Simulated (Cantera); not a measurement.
An isothermal, constant-pressure homogeneous reactor starts with 18.5 % N2O, 81.5 % N2, at 1173 K and 18.0 Torr.

Computed with Cantera and GRI-Mech 3.0 (53 species, 325 reactions). GRI-Mech 3.0 was tuned for natural gas; its chemistry of N2O as a main component is partial and can be far from experiment. Radical loss at walls, strong at low pressure, is not modelled. The mechanism lacks the step 2 NO + O2 → 2 NO2, which can matter for NO2 below about 1400 K. The temperature is held fixed by assumption; the heat of reaction is taken as removed at once.

x: mole fraction; the columns are a selection and need not sum to one.

```csv
t (s),x N2O,x NO,x N2,x NO2,x O,x O2
4.00e-6,0.185,<1e-12,0.815,<1e-12,3.24e-9,4.02e-12
2.62e-5,0.185,3.65e-11,0.815,<1e-12,2.11e-8,1.75e-10
0.000172,0.185,1.49e-9,0.815,<1e-12,1.32e-7,7.15e-9
0.00113,0.185,___,0.815,<1e-12,___,___
0.00741,0.185,9.10e-7,0.815,<1e-12,1.18e-6,4.37e-6
0.0486,0.185,7.21e-6,0.815,5.98e-11,1.19e-6,3.46e-5
0.319,0.185,4.85e-5,0.815,2.43e-9,1.19e-6,0.000233
2.09,0.182,0.000316,0.817,5.83e-8,1.19e-6,0.00152
13.7,___,___,0.826,___,1.19e-6,___
90.0,0.0803,0.00901,0.867,2.73e-6,1.17e-6,0.0435
```

Question: What belongs in the gaps?

Answer: 
- 0.00113, x NO: 5.23e-8
- 0.00113, x O: 6.39e-7
- 0.00113, x O2: 2.51e-7
- 13.7, x N2O: 0.163
- 13.7, x NO: 0.00195
- 13.7, x NO2: 5.31e-7
- 13.7, x O2: 0.00940
